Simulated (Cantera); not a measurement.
Feed: 1 mol MgO, 0.022 mol H2, at 2850 Torr.

These are equilibrium values from Cantera (NASA tables, ideal gas, pure condensed phases), not measurements of a reactor. Candidate condensed phases: H2O, Mg, MgO, Mg(OH)2; 15 gas species. The tables' values for MgH are old estimates; treat these amounts as uncertain. The numbers say what is thermodynamically allowed, not how fast it happens.

log p: log10 of the partial pressure in bar; n: condensed amount in mol.

```
T (°C)  log p H2  log p H2O  log p Mg  log p H  n MgO(s)
------  --------  ---------  --------  -------  --------
1277        0.58      -3.93     -3.94    -4.21     1.000
1377        0.58      -3.44     -3.45    -3.75     1.000
1477        0.58        [?]       [?]      [?]     1.000
1577        0.58      -2.62     -2.63    -2.98     1.000
1677        0.58      -2.27     -2.29    -2.65     1.000
1777        0.58      -1.96     -1.98    -2.36     1.000
1877        0.57        [?]       [?]      [?]     1.000
1977        0.57      -1.43     -1.44    -1.84     1.000
2077        0.56      -1.20     -1.22    -1.62     1.000
2177        0.55      -0.99     -1.01    -1.42     0.999
2277        0.53      -0.81     -0.82    -1.24     0.999
```

Complete the blanks.


- 1877, log p H2O: -1.68
- 1877, log p Mg: -1.70
- 1877, log p H: -2.09
- 1477, log p H2O: -3.00
- 1477, log p Mg: -3.02
- 1477, log p H: -3.34
